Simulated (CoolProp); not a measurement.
R365MFC along the isotherm 495.4 K: Z from the reference equation and from simpler models built on Tc = 460.0 K, pc = 3.266 MPa, ω = 0.377; each cubic takes its own stable root.

Computed with CoolProp (reference Helmholtz-energy equation of state, Lemmon 2016).

```tsv
p (MPa)	phase	reference
0.51	gas	0.9544
1.02	gas	0.9071
1.53	gas	0.8580
2.04	gas	0.8069
2.55	gas	0.7538
3.06	gas	0.6984
3.57	supercritical	0.6405
4.08	supercritical	0.5794
4.59	supercritical	0.5139
5.1	supercritical	0.4463
5.61	supercritical	0.3966
6.12	supercritical	0.3795
6.63	supercritical	0.3800
7.15	supercritical	0.3882
7.66	supercritical	0.3998
8.17	supercritical	0.4134
```

Q: How far does each simpler model (Soave-Redlich-Kwong, Peng-Robinson) lie from the reference over these 16 states: mean and median of the absolute difference, and the worst?

A: 
- Soave-Redlich-Kwong: mean 7.4 %, median 2.4 %, worst +17.2 % at 495.4 K and 6.63 MPa
- Peng-Robinson: mean 3.4 %, median 2.9 %, worst +8.2 % at 495.4 K and 6.12 MPa
